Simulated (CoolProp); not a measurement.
A simple Rankine cycle with R236EA: condensing at 317.15 K, boiler at 1.21 MPa, turbine inlet 401.2 K, turbine efficiency 0.75, pump efficiency 0.6, no recuperator. Each further row changes one setting.

Computed with CoolProp (reference Helmholtz-energy equation of state, Rui 2013).

```csv
case,thermal efficiency (%),net work (kJ/kg),heat in (kJ/kg),turbine exit temperature (K),volume ratio over the turbine
as stated,?,15.4,218,376.1,3.30
condensing temperature 309.15 K,?,18.9,228,371.5,4.23
boiler pressure 0.847 MPa,5.1,?,222,384.8,?
turbine efficiency 0.65,6.1,?,218,?,3.33
```

Some entries are withheld; supply them.


- as stated, thermal efficiency (%): 7.1
- condensing temperature 309.15 K, thermal efficiency (%): 8.3
- boiler pressure 0.847 MPa, net work (kJ/kg): 11.3
- boiler pressure 0.847 MPa, volume ratio over the turbine: 2.25
- turbine efficiency 0.65, net work (kJ/kg): 13.2
- turbine efficiency 0.65, turbine exit temperature (K): 378.3
